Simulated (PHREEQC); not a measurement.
Make-up at 8.9 °C: 0.074 mol NH4HF2, 0.041 mol H2SiF6 and 0.033 mol HCl per kg of water. Closed to the air; pH follows from the charge balance.

The numbers come from PHREEQC with the ion-association model, phreeqc.dat.

```csv
quantity,before,after
pH,1.41,1.76
ionic strength (mol/kgw),0.163,0.136
HF (mol/kgw),0.139,0.131
F- (mol/kgw),0.00454,0.00926
HF2- (mol/kgw),0.00206,0.00395
NH3 (mol/kgw),2.23e-10,5.11e-10
```

Task: What was changed between the two runs?
A. H2SiF6 from 0.041 to 0.0082 mol/kgw
B. HCl left out
C. 0.03 mol/kgw HBr added
D. H2SiF6 left out

Result: B, HCl left out

No solid was allowed to form. Away from 25 °C the constants follow the database's enthalpies or fits; those with neither stay at their 25 °C values. SiF6-2 is the database's only silicon fluoride.
